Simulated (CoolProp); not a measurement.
The fluid at 372.16 K and 0.115 MPa expands adiabatically to 0.0133 MPa with isentropic efficiency 0.7. The same conditions are run with several fluids, on thermodynamics alone (safety and materials aside).

Computed with CoolProp (reference Helmholtz-energy equation of state of each fluid (CF4 (R14): Platzer 1990; R141b: Lemmon 2006; carbon dioxide: Span 1996; n-butane: Bücker 2006; R124: de Vries 1995)). The equations of Platzer and Polt are older, rougher fits.

| fluid | work (kJ/kg) | final temperature (K) | final density (kg/m³) |
|---|---|---|---|
| CF4 (R14) | 46.5 | 310.2 | 0.454 |
| R141b | 36.0 | 326.7 | 0.575 |
| carbon dioxide | 84.5 | 274.3 | 0.257 |
| n-butane | 73.6 | 332.9 | 0.280 |
| R124 | 31.3 | 331.9 | 0.659 |
